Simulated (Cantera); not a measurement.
Input: 1 mol SiF4, 4.2 mol O3, 51 mol N2, equilibrated at 1273.15 K and 0.263 Torr.

These are equilibrium values from Cantera (NASA tables, ideal gas, pure condensed phases), not measurements of a reactor. Candidate condensed phases: Si, SiO2, Si2N2O, Si3N4; 28 gas species. The numbers say what is thermodynamically allowed, not how fast it happens.

Base state: N2 0.875, O2 0.108, SiF4 0.0172, NO 0.000250 (mole fractions); condensed: gas only.

Question: What changes in the equilibrium state with this change: temperature from 1273.15 K to 1750 K?

Answer: 
| species | before | after |
|---|---|---|
| N2 | 0.875 | 0.873 |
| O2 | 0.108 | 0.106 |
| SiF4 | 0.0172 | 0.0171 |
| NO | 0.000250 | 0.00261 |
| SiO | <1e-9 | 1.26e-5 |
| SiF3 | 6.70e-9 | 5.07e-5 |
| SiO2(condensed), mol | 0 | 0.000564 |
The tables' values for SiF3 are old estimates; treat these amounts as uncertain. The tables hold silica as quartz up to 1696 K and as liquid above; real silica turns to tridymite and cristobalite and melts near 1996 K.
